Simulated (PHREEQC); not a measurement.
Dissolve 62 mmol/kgw Cu(NO3)2, 0.69 mmol/kgw H2SO4 and 110 mmol/kgw NaCl at 40 °C. Closed to the air; pH follows from the charge balance.

The numbers come from PHREEQC with the ion-association model, phreeqc.dat.

Precipitation was switched off in this run.

### Question
Order these S species by the share of S that they hold, largest first: SO4-2, HSO4-, NaSO4-, CuSO4.

### Answer
SO4-2 (50 %), CuSO4 (40 %), NaSO4- (7.6 %), HSO4- (2.5 %)

### Question
Order these Cu species by the share of Cu that they hold, largest first: Cu+2, CuSO4, CuCl+, CuCl2.

### Answer
Cu+2 (86 %), CuCl+ (13 %), CuSO4 (0.45 %), CuCl2 (0.38 %)

The pH is 2.97 and the ionic strength 0.279 mol/kgw. Complexes and solids missing from the database can't appear. Away from 25 °C the constants follow the database's enthalpies or fits; those with neither stay at their 25 °C values.
